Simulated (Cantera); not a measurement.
# Dilute partial oxidation

An isothermal, constant-pressure homogeneous reactor starts with 2.33 % CH₂O, 0.544 % O₂, 97.1 % N₂, equivalence ratio 4.3, at 1525 K and 4.40 bar.

Detailed kinetics in Cantera: GRI-Mech 3.0 (53 species, 325 reactions).

| t (s) | x CH₂O | x O₂ | x C₂H₂ | x C₂H₆ | x HO₂ | x C₂H |
|---|---|---|---|---|---|---|
| 1.00e-5 | 0.0227 | 0.00536 | <1e-12 | <1e-12 | 4.23e-5 | <1e-12 |
| 2.51e-5 | 0.0123 | 0.00440 | 2.57e-12 | 6.45e-12 | 0.000198 | <1e-12 |
| 6.31e-5 | 8.55e-6 | 0.00301 | 4.21e-11 | 1.09e-11 | 3.30e-6 | <1e-12 |
| 0.000159 | 4.34e-9 | 4.19e-6 | 5.95e-12 | <1e-12 | 5.13e-9 | <1e-12 |
| 0.000399 | 2.22e-9 | 2.77e-7 | 3.32e-12 | <1e-12 | 3.68e-10 | <1e-12 |
| 0.00100 | 1.25e-9 | 3.39e-8 | 2.68e-12 | <1e-12 | 4.59e-11 | <1e-12 |
| 0.00252 | 8.52e-10 | 4.77e-9 | 2.43e-12 | <1e-12 | 6.21e-12 | <1e-12 |
| 0.00632 | 6.91e-10 | 7.13e-10 | 2.32e-12 | <1e-12 | <1e-12 | <1e-12 |
| 0.0159 | 6.27e-10 | 1.10e-10 | 2.25e-12 | <1e-12 | <1e-12 | <1e-12 |
| 0.0399 | 6.02e-10 | 1.74e-11 | 2.20e-12 | <1e-12 | <1e-12 | <1e-12 |
| 0.100 | 5.91e-10 | 2.96e-12 | 2.16e-12 | <1e-12 | <1e-12 | <1e-12 |
| 0.252 | 5.87e-10 | <1e-12 | 2.11e-12 | <1e-12 | <1e-12 | <1e-12 |
| 0.634 | 5.85e-10 | <1e-12 | 2.05e-12 | <1e-12 | <1e-12 | <1e-12 |
| 1.59 | 5.85e-10 | <1e-12 | 1.91e-12 | <1e-12 | <1e-12 | <1e-12 |
| 4.00 | 5.85e-10 | <1e-12 | 1.60e-12 | <1e-12 | <1e-12 | <1e-12 |
x: mole fraction; the columns are a selection and need not sum to one.

Equilibrium at this temperature and pressure: CH₂O 5.85e-10, O₂ <1e-12, C₂H₂ <1e-12, C₂H₆ <1e-12, HO₂ <1e-12, C₂H <1e-12 (gas phase only).
